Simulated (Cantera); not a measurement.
Feed: 1 mol SiCl4, a varied amount of Cl2, 23 mol H2, at 925 °C and 0.730 bar.

Method: chemical equilibrium by Gibbs-energy minimisation in Cantera with the NASA 1993 tables (ideal gas, pure condensed phases). Candidate condensed phases: Si; 19 gas species. Rates play no part.

### Question
Which condensed phases are stable at each of these points (n(Cl2) (mol)): 0.023, 0.03, 0.039, 0.05, 0.065, 0.084, 0.11, 0.14, 0.18?

### Answer
| n(Cl2) (mol) | condensed phases | Si condensed (%) |
|---|---|---|
| 0.023 | Si(s) | 4.0 |
| 0.03 | Si(s) | 3.6 |
| 0.039 | Si(s) | 3.1 |
| 0.05 | Si(s) | 2.5 |
| 0.065 | Si(s) | 1.7 |
| 0.084 | Si(s) | 0.7 |
| 0.11 | gas only | 0.0 |
| 0.14 | gas only | 0.0 |
| 0.18 | gas only | 0.0 |

From 0.023 mol Cl2 to 0.084 mol Cl2 the condensed part is Si(s). From 0.11 mol Cl2 to 0.18 mol Cl2 nothing is condensed.
